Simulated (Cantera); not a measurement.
Input (Python, Cantera):

```python
import numpy as np
import cantera as ct

gas = ct.Solution("gri30.yaml")
gas.TPX = 1300, 100000, {'C2H4': 2.3, 'H2': 26}
reactor = ct.IdealGasConstPressureReactor(gas, energy="off", clone=False)
net = ct.ReactorNet([reactor])
net.rtol, net.atol = 1e-08, 1e-18
show = ['C2H4', 'H2', 'H', 'C2H', 'CH4', 'C2H2', 'C2H6']
times = np.geomspace(2e-06, 3, 10)

steps = ct.SolutionArray(gas, extra=["t"])
rows = []
print(f"{'t/s':>10s}{'T/K':>9s}{'P/Pa':>11s}" + "".join(f"{s:>11s}" for s in show))
for t in times:
    while net.time < t:
        t_next = net.step()
        steps.append(gas.state, t=t_next)
    rows.append([np.interp(t, steps.t, y) for y in (steps.T, steps.P, *steps(*show).X.T)])
    print(f"{t:10.3e}{rows[-1][0]:9.1f}{rows[-1][1]:11.4g}" + "".join(f"{x:11.3e}" for x in rows[-1][2:]))
rate = np.gradient(steps.T, steps.t)
print("integrator steps:", len(steps.t))
if steps.T.max() > steps.T[0] + 200:
    print(f"time of steepest temperature rise: {steps.t[rate.argmax()]:.4e} s")
gas.TPX = 1300, 100000, {'C2H4': 2.3, 'H2': 26}
gas.equilibrate("TP")
print(f"equilibrium (TP): T = {gas.T:.1f} K  " + "  ".join(f"{s} {gas[s].X[0]:.3e}" for s in show))
```

Result:

```
       t/s      T/K       P/Pa       C2H4         H2          H        C2H        CH4       C2H2       C2H6
 2.000e-06   1300.0      1e+05  8.127e-02  9.187e-01  7.168e-11  1.266e-21  5.270e-17  3.619e-08  7.692e-12
 9.711e-06   1300.0      1e+05  8.127e-02  9.187e-01  3.443e-10  2.954e-20  1.260e-14  1.758e-07  1.867e-10
 4.715e-05   1300.0      1e+05  8.127e-02  9.187e-01  1.667e-09  6.979e-19  2.133e-12  8.556e-07  4.477e-09
 2.289e-04   1300.0      1e+05  8.127e-02  9.187e-01  8.209e-09  1.684e-17  2.677e-10  4.199e-06  1.064e-07
 1.112e-03   1300.0      1e+05  8.125e-02  9.187e-01  5.536e-08  5.857e-16  3.516e-08  2.169e-05  2.963e-06
 5.397e-03   1300.0      1e+05  7.995e-02  9.186e-01  6.285e-06  1.677e-12  1.140e-04  5.468e-04  7.363e-04
 2.621e-02   1300.0      1e+05  6.063e-02  9.119e-01  1.238e-05  6.728e-11  1.382e-02  1.105e-02  2.523e-03
 1.272e-01   1300.0      1e+05  4.000e-02  8.946e-01  8.408e-06  7.104e-11  4.686e-02  1.686e-02  1.628e-03
 6.179e-01   1300.0      1e+05  2.437e-02  8.673e-01  4.806e-06  2.665e-11  9.666e-02  1.073e-02  9.655e-04
 3.000e+00   1300.0      1e+05  9.147e-03  8.397e-01  2.308e-06  5.022e-12  1.467e-01  4.077e-03  3.460e-04
integrator steps: 908
equilibrium (TP): T = 1300.0 K  C2H4 1.191e-03  H2 8.252e-01  H 1.012e-06  C2H 2.795e-13  CH4 1.730e-01  C2H2 5.086e-04  C2H6 4.945e-05
```

Detailed kinetics in Cantera: GRI-Mech 3.0 (53 species, 325 reactions). GRI-Mech 3.0 was tuned for natural gas; its chemistry of ethylene as a main component is partial and can be far from experiment. GRI-Mech 3.0 stops at C3 and has no aromatics, soot or wall deposition, so with more carbon than oxygen in the feed, carbon stays in small species such as C2H2 where larger ones or solid carbon would form.
